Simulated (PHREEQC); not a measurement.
## Acid mine or pickling water

Model water analysis in mmol/kgw, 10 °C, pH 2.86, pe 10.5:

```
constituent  mmol/kgw
-----------  --------
Na               7.01
K              0.0553
Ca               9.61
Mg                6.4
Cl               5.85
S(6)             17.8
Mn(2)            0.24
N(5)           0.0234
Cu(2)          0.0115
```

Na is adjusted to close the charge balance.
Valence states are taken as typed.

The numbers come from PHREEQC with the ion-association model, phreeqc.dat.

Precipitation was switched off in this run.

Estimate the ionic strength.

ionic strength 0.0549 mol/kgw.

In which forms is Mg present?

Mg+2 71 %, MgSO4 29 % of the Mg.

Constants without temperature data keep their 25 °C values here.
